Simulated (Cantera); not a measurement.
What does this Cantera script print?

```python
import numpy as np
import cantera as ct

gas_names = """
    AL ALH ALO ALOH ALO2 ALO2H AL2 AL2O AL2O2 H HALO HO2 H2 H2O H2O2 O OH O2 O3
""".split()
cond_names = """
    AL(cr) AL(L) AL2O3(a) AL2O3(L) H2O(s) H2O(L)
""".split()


# ... load() reads the species with a 1 bar reference pressure and builds the phases ...
atoms = {
    'Al2O3': {'AL': 2, 'O': 3},
    'H2O': {'H': 2, 'O': 1},
}
top_T = {}  # K; cautious upper limits of use, not melting points


# ... equilibrate(T, P, feed) seeds the gas with the atoms and calls Mixture.equilibrate('TP', solver="vcs", rtol=1e-11, max_steps=5000) ...
results = []
feed = {'Al2O3': 1, 'H2O': 6.1}  # mol
P = 1333.22  # Pa
for T in [1875, 1925, 1975, 2025, 2075, 2125, 2175, 2225, 2275, 2325, 2375, 2425, 2475, 2525]:
    mix = equilibrate(T, P, feed)
    results.append((T, P, feed, dict(zip(mix.species_names, mix.species_moles))))
    x = sorted(zip(gas.X, gas.species_names), reverse=True)
    print(f"T = {T:g} K  P = {P:g} Pa  gas = {mix.phase_moles(0):.4g} mol")
    print("   x: " + "  ".join(f"{s} {v:.3e}" for v, s in x if v > 1e-05))
    print("   condensed (mol): " + ("  ".join(f"{mix.phase(i).name} {mix.phase_moles(i):.4g}"
          for i in range(1, mix.n_phases) if mix.phase_moles(i) > 1e-12) or "none"))
```

Result:

```
T = 1875 K  P = 1333.22 Pa  gas = 6.147 mol
   x: H2O 9.778e-01  H2 1.230e-02  O2 5.259e-03  OH 3.901e-03  H 6.297e-04  O 1.511e-04
   condensed (mol): AL2O3(a) 1
T = 1925 K  P = 1333.22 Pa  gas = 6.164 mol
   x: H2O 9.701e-01  H2 1.622e-02  O2 6.879e-03  OH 5.451e-03  H 1.055e-03  O 2.643e-04
   condensed (mol): AL2O3(a) 1
T = 1975 K  P = 1333.22 Pa  gas = 6.186 mol
   x: H2O 9.604e-01  H2 2.105e-02  O2 8.863e-03  OH 7.475e-03  H 1.719e-03  O 4.492e-04
   condensed (mol): AL2O3(a) 1
T = 2025 K  P = 1333.22 Pa  gas = 6.214 mol
   x: H2O 9.483e-01  H2 2.692e-02  O2 1.125e-02  OH 1.007e-02  H 2.735e-03  O 7.430e-04
   condensed (mol): AL2O3(a) 1
T = 2075 K  P = 1333.22 Pa  gas = 6.251 mol
   x: H2O 9.332e-01  H2 3.393e-02  O2 1.409e-02  OH 1.334e-02  H 4.249e-03  O 1.198e-03
   condensed (mol): AL2O3(a) 1
T = 2125 K  P = 1333.22 Pa  gas = 6.297 mol
   x: H2O 9.147e-01  H2 4.216e-02  O2 1.741e-02  OH 1.738e-02  H 6.458e-03  O 1.887e-03  ALO2H 1.281e-05
   condensed (mol): AL2O3(a) 1
T = 2175 K  P = 1333.22 Pa  gas = 6.355 mol
   x: H2O 8.923e-01  H2 5.167e-02  OH 2.229e-02  O2 2.121e-02  H 9.611e-03  O 2.905e-03  ALO2H 2.349e-05
   condensed (mol): AL2O3(a) 0.9999
T = 2225 K  P = 1333.22 Pa  gas = 6.428 mol
   x: H2O 8.654e-01  H2 6.247e-02  OH 2.814e-02  O2 2.552e-02  H 1.402e-02  O 4.378e-03  ALO2H 4.174e-05
   condensed (mol): AL2O3(a) 0.9999
T = 2275 K  P = 1333.22 Pa  gas = 6.519 mol
   x: H2O 8.337e-01  H2 7.448e-02  OH 3.496e-02  O2 3.029e-02  H 2.007e-02  O 6.462e-03  ALO2H 7.195e-05
   condensed (mol): AL2O3(a) 0.9998
T = 2325 K  P = 1333.22 Pa  gas = 6.633 mol
   x: H2O 7.965e-01  H2 8.756e-02  OH 4.277e-02  O2 3.546e-02  H 2.819e-02  O 9.353e-03  ALO2H 1.205e-04
   condensed (mol): AL2O3(a) 0.9996
T = 2375 K  P = 1333.22 Pa  gas = 6.774 mol
   x: H2O 7.538e-01  H2 1.014e-01  OH 5.147e-02  O2 4.094e-02  H 3.890e-02  O 1.328e-02  ALO2H 1.849e-04
   condensed (mol): AL2O3(L) 0.9993
T = 2425 K  P = 1333.22 Pa  gas = 6.948 mol
   x: H2O 7.052e-01  H2 1.157e-01  OH 6.092e-02  H 5.273e-02  O2 4.657e-02  O 1.850e-02  ALO2H 2.756e-04  ALO 1.325e-05  ALOH 1.168e-05
   condensed (mol): AL2O3(L) 0.999
T = 2475 K  P = 1333.22 Pa  gas = 7.162 mol
   x: H2O 6.511e-01  H2 1.299e-01  OH 7.086e-02  H 7.023e-02  O2 5.216e-02  O 2.531e-02  ALO2H 4.001e-04  ALO 2.917e-05  ALOH 2.105e-05
   condensed (mol): AL2O3(L) 0.9984
T = 2525 K  P = 1333.22 Pa  gas = 7.423 mol
   x: H2O 5.917e-01  H2 1.433e-01  H 9.192e-02  OH 8.090e-02  O2 5.746e-02  O 3.399e-02  ALO2H 5.658e-04  ALO 6.228e-05  ALOH 3.685e-05
   condensed (mol): AL2O3(L) 0.9975
```

These are equilibrium values from Cantera (NASA tables, ideal gas, pure condensed phases), not measurements of a reactor. The tables' values for AlOH are old estimates; treat these amounts as uncertain. Gases not in the tables: Al(OH)3.
